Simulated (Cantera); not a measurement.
A closed system holds: 1 mol Si3N4, 0.53 mol H2O, 70 mol N2, held at 1048 K and 100000 Pa.

Cantera equilibrium calculation (NASA polynomials, part measured and part estimated; ideal gas, pure solids and liquids). Candidate condensed phases: H2O, Si, SiO2, Si2N2O, Si3N4; 35 gas species. Mutual solubility and eutectic melting of coexisting phases are not modelled. The numbers say what is thermodynamically allowed, not how fast it happens.

Base state: N2 0.993, H2 0.00750 (mole fractions); condensed: Si2N2O(s) + Si3N4(s).

### Question
What changes in the equilibrium state with this change: temperature from 1048 K to 2100 K?

### Answer
| species | before | after |
|---|---|---|
| N2 | 0.993 | 0.985 |
| SiO | <1e-9 | 0.00742 |
| H2 | 0.00750 | 0.00728 |
| H | <1e-9 | 0.000266 |
| Si | <1e-9 | 9.29e-5 |
| SiN | <1e-9 | 1.91e-5 |
| Si2N | <1e-9 | 1.60e-5 |
| Si2N2O(s), mol | 0.530 | 0 |
| Si3N4(s), mol | 0.647 | 0.820 |
The tables' values for SiN are old estimates; treat these amounts as uncertain.
